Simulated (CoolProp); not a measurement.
Vapour-liquid equilibrium of R125 (1) + R245fa (2) at 306.9 K; x and y are mole fractions of (1).

The numbers come from the multi-fluid Helmholtz-energy mixture model, Lemmon 2005 and Akasaka 2015; pair parameters Bell 2016 in CoolProp.

| x | bubble pressure, mixture model (MPa) | bubble pressure, Raoult's law (MPa) | y, mixture model | y, Raoult's law |
|---|---|---|---|---|
| 0.05 | 0.2785 | 0.2791 | 0.288 | 0.309 |
| 0.2 | 0.4958 | 0.5072 | 0.635 | 0.680 |
| 0.35 | 0.7055 | 0.7354 | 0.772 | 0.821 |
| 0.5 | 0.9151 | 0.9635 | 0.850 | 0.895 |
| 0.65 | 1.132 | 1.192 | 0.904 | 0.940 |
| 0.8 | 1.364 | 1.420 | 0.948 | 0.971 |
| 0.95 | 1.626 | 1.648 | 0.987 | 0.994 |

The largest gap from Raoult's law is -5.0 % in bubble pressure, at x = 0.5. No azeotrope shows between x = 0.05 and 0.95.

The pair parameters rest on a limited set of measurements; away from them the model extrapolates.
